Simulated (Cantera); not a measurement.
Input: 1 mol CH3SiCl3, 0.38 mol C2H2, 1.3 mol H2, 0.2 mol C2H4, at 1677 °C and 1.90 mbar.

Equilibrium computed with Cantera from the NASA thermochemical tables; the gas is ideal and each condensed phase is pure. Candidate condensed phases: C, C6H6, C7H8, C8H18, Si, SiC; 109 gas species. The feed counts by its element totals alone. The tables' values for SiCl, SiCl3 are old estimates; treat these amounts as uncertain. Rates play no part.

Base state: HCl 0.459, H2 0.455, SiCl2 0.0534, H 0.0177, Cl 0.0134, SiCl 0.000642, Si 0.000568, SiCl3 0.000436 (mole fractions); condensed: C(graphite) + SiC(s).

What changes in the equilibrium state with this change: H2 from 1.3 to 82 mol?


```
species             before     after
----------------  --------  --------
H2                   0.455     0.939
HCl                  0.459    0.0335
H                   0.0177    0.0255
SiCl2               0.0534  0.000138
Cl                  0.0134  0.000682
Si                0.000568  0.000568
SiCl3             0.000436   5.72e-8
SiCl              0.000642   3.26e-5
C2H2 (acetylene)  0.000249  0.000513
SiH                1.28e-5   1.84e-5
SiC2               1.85e-5   1.85e-5
C(graphite), mol      1.44      1.14
SiC(s), mol          0.716     0.930
```
The tables' values for SiCl are old estimates; treat these amounts as uncertain.

What changes in the equilibrium state with this change: temperature from 1677 °C to 2127 °C?


```tsv
species	before	after
H2	0.455	0.290
HCl	0.459	0.250
H	0.0177	0.197
SiC2	1.85e-5	0.0162
Si	0.000568	0.0842
SiCl	0.000642	0.0101
Cl	0.0134	0.121
SiCl2	0.0534	0.0254
C3	4.12e-9	5.16e-5
C	5.31e-9	2.09e-5
SiC	7.02e-9	2.27e-5
Si2	2.36e-7	0.000141
C(graphite), mol	1.44	1.88
SiC(s), mol	0.716	0
```
Gases not in the tables: Si2H6 and higher silanes.

What changes in the equilibrium state with this change: CH3SiCl3 replaced by (CH3)2SiCl2?


```json
[
 {"species": "H2", "before": "0.455", "after": "0.668"},
 {"species": "HCl", "before": "0.459", "after": "0.288"},
 {"species": "H", "before": "0.0177", "after": "0.0215"},
 {"species": "SiCl2", "before": "0.0534", "after": "0.0143"},
 {"species": "Cl", "before": "0.0134", "after": "0.00695"},
 {"species": "SiCl3", "before": "0.000436", "after": "6.05e-5"},
 {"species": "SiCl", "before": "0.000642", "after": "0.000332"},
 {"species": "C(graphite), mol", "before": "1.44", "after": "2.25"},
 {"species": "SiC(s), mol", "before": "0.716", "after": "0.905"}
]
```
